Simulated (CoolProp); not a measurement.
Vapour pressure (bar) of methane: the reference equation beside estimates from Tc = -82.6 °C, pc = 45.99 bar, ω = 0.011. Clausius-Clapeyron is anchored at -126.85 °C with a constant enthalpy of vaporisation of 6.825 kJ/mol.

Model: reference Helmholtz-energy equation of state, Setzmann 1991, in CoolProp.

| T (°C) | reference | Lee-Kesler | Clausius-Clapeyron | van der Waals | Redlich-Kwong | Soave-Redlich-Kwong | Peng-Robinson |
|---|---|---|---|---|---|---|---|
| -130.15 | 7.464 | 7.479 | 7.697 | 13.02 | 7.044 | 7.516 | 7.511 |
| -126.85 | 8.761 | 8.779 | 8.761 | 14.53 | 8.376 | 8.839 | 8.818 |
| -123.45 | 10.26 | 10.28 | 9.952 | 16.20 | 9.923 | 10.37 | 10.33 |
| -120.15 | 11.88 | 11.90 | 11.20 | 17.93 | 11.60 | 12.02 | 11.97 |
| -116.85 | 13.68 | 13.70 | 12.54 | 19.77 | 13.47 | 13.86 | 13.78 |
| -113.45 | 15.73 | 15.75 | 14.03 | 21.78 | 15.60 | 15.95 | 15.85 |
| -110.15 | 17.92 | 17.93 | 15.57 | 23.86 | 17.87 | 18.18 | 18.07 |
| -106.85 | 20.32 | 20.33 | 17.20 | 26.05 | 20.36 | 20.62 | 20.49 |
| -103.55 | 22.95 | 22.95 | 18.94 | 28.36 | 23.07 | 23.29 | 23.14 |
| -100.15 | 25.90 | 25.90 | 20.83 | 30.88 | 26.10 | 26.27 | 26.12 |

Absolute difference from the reference over all 10 rows, mean and median: Lee-Kesler 0.1 and 0.1 %, Clausius-Clapeyron 9.7 and 9.6 %, van der Waals 43.6 and 41.5 %, Redlich-Kwong 2.0 and 1.2 %, Soave-Redlich-Kwong 1.2 and 1.4 %, Peng-Robinson 0.8 and 0.8 %.
